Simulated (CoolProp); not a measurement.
A single-stage vapour-compression cycle with R123: evaporating at 266.15 K (dew point), condensing at 330.15 K (bubble point), superheat 2 K, subcooling 8 K, compressor efficiency 0.85, no pressure losses. Each further row changes one setting.

Model: reference Helmholtz-energy equation of state, Younglove 1994, in CoolProp. It is a modified Benedict-Webb-Rubin equation, recast in Helmholtz form.

```tsv
case	cooling COP	pressure ratio	discharge temperature (K)	refrigerating effect (kJ/kg)	volumetric capacity (kJ/m³)
as stated	2.91	11.2	339.4	129	210
evaporating temperature 271.15 K	3.28	?	?	132	268
condensing temperature 325.15 K	3.24	9.62	334.7	134	219
subcooling 13 K	?	11.2	339.4	134	219
superheat 12 K	2.94	11.2	350.2	?	212
compressor efficiency 0.75	2.57	11.2	347.1	129	210
```

Task: What belongs in the gaps?

Result: 
- evaporating temperature 271.15 K, pressure ratio: 8.80
- evaporating temperature 271.15 K, discharge temperature (K): 337.9
- subcooling 13 K, cooling COP: 3.03
- superheat 12 K, refrigerating effect (kJ/kg): 135
